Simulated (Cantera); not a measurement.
An isothermal, constant-pressure homogeneous reactor starts with C2H6 : N2 = 1 : 77 (molar parts), at 1950 K and 0.950 bar. Integrator tolerance rtol = 1e-08.

Computed with Cantera and GRI-Mech 3.0 (53 species, 325 reactions). GRI-Mech 3.0 stops at C3 and has no aromatics, soot or wall deposition, so with more carbon than oxygen in the feed, carbon stays in small species such as C2H2 where larger ones or solid carbon would form.

| quantity | before | after |
|---|---|---|
| x(C2H6) at 2.00 s | 1.74e-11 (gas-phase equilibrium 3.75e-12) | 1.19e-11 (gas-phase equilibrium 2.84e-12) |
| x(CH2) at 2.00 s | 6.75e-9 (gas-phase equilibrium 3.75e-9) | 7.43e-9 (gas-phase equilibrium 4.58e-9) |
| x(HCN) at 2.00 s | 0.000174 (gas-phase equilibrium 0.0226) | 0.000209 (gas-phase equilibrium 0.0226) |
| x(H2) at 2.00 s | 0.0249 (gas-phase equilibrium 0.0249) | 0.0249 (gas-phase equilibrium 0.0249) |
| x(CH4) at 2.00 s | 4.82e-6 (gas-phase equilibrium 2.67e-6) | 3.68e-6 (gas-phase equilibrium 2.26e-6) |
| x(C2H4) at 2.00 s | 2.62e-6 (gas-phase equilibrium 2.53e-7) | 2.26e-6 (gas-phase equilibrium 2.14e-7) |

Question: Name the change that produced these shifts.
A. N2 77 to 13 parts
B. C2H6 1 to 0.11 parts
C. temperature 1950 to 1975 K
D. C2H6 1 to 2.4 parts

Answer: C, temperature 1950 to 1975 K
